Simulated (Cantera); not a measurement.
Input: 1 mol Si₃N₄, 0.0073 mol H₂O, 15 mol N₂, equilibrated at 1 atm.

Method: chemical equilibrium by Gibbs-energy minimisation in Cantera with the NASA 1993 tables (ideal gas, pure condensed phases). Candidate condensed phases: H₂O, Si, SiO₂, Si₂N₂O, Si₃N₄; 35 gas species. Mutual solubility and eutectic melting of coexisting phases are not modelled. Rates play no part.

At 1550 °C, list the 3 most abundant gas species with their mole fractions, and the condensed phases.

N₂ 0.999, H₂ 0.000482, SiO 0.000108. Condensed: Si₂N₂O(s) + Si₃N₄(s).
